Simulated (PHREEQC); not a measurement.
A solution holds 0.0013 mol NaOH, 0.00013 mol H3BO3 and 0.0004 mol K2CO3 per kg of water, at 25 °C. Closed to the air; pH follows from the charge balance.

Computed with PHREEQC (Pitzer model, pitzer.dat).

Each row changes one thing in this solution. Precipitation was switched off in this run.

| case | pH | ionic strength (mol/kgw) | CO3-2 (mol/kgw) | HCO3- (mol/kgw) | B(OH)3 (mol/kgw) | CO2 (mol/kgw) |
|---|---|---|---|---|---|---|
| as made | 11.06 | 0.00245 | 0.000345 | 5.49e-5 | 1.83e-6 | 1.01e-9 |
| temperature from 25 to 15 °C | 11.40 | 0.00247 | 0.000367 | 3.35e-5 | 8.43e-7 | 3.28e-10 |
| H3BO3 from 0.00013 to 0.000143 mol/kgw | 11.06 | 0.00245 | 0.000345 | 5.54e-5 | 2.03e-6 | 1.03e-9 |
| diluted 2-fold with water | 10.78 | 0.00120 | 0.000152 | 4.84e-5 | 1.75e-6 | 1.71e-9 |
| temperature from 25 to 70 °C | 9.92 | 0.00227 | 0.000169 | 0.000231 | 2.14e-5 | 5.27e-8 |
| diluted 100-fold with water | 9.20 | 2.13e-5 | 2.74e-7 | 3.72e-6 | 6.78e-7 | 5.13e-9 |
| 0.00027 mol/kgw Na2SO4 added | 11.06 | 0.00326 | 0.000346 | [?] | 1.83e-6 | 9.97e-10 |
| diluted 5-fold with water | 10.42 | 0.000465 | 4.51e-5 | 3.49e-5 | [?] | 2.88e-9 |
| K2CO3 from 0.0004 to 0.004 mol/kgw | 11.14 | 0.0129 | 0.00360 | 0.000401 | 1.43e-6 | 5.69e-9 |

Problem. Complete the blanks.

Solution. 
- 0.00027 mol/kgw Na2SO4 added, HCO3- (mol/kgw): 5.41e-5
- diluted 5-fold with water, B(OH)3 (mol/kgw): 1.58e-6

Complexes and solids missing from the database can't appear. Away from 25 °C the constants follow the database's enthalpies or fits; those with neither stay at their 25 °C values.
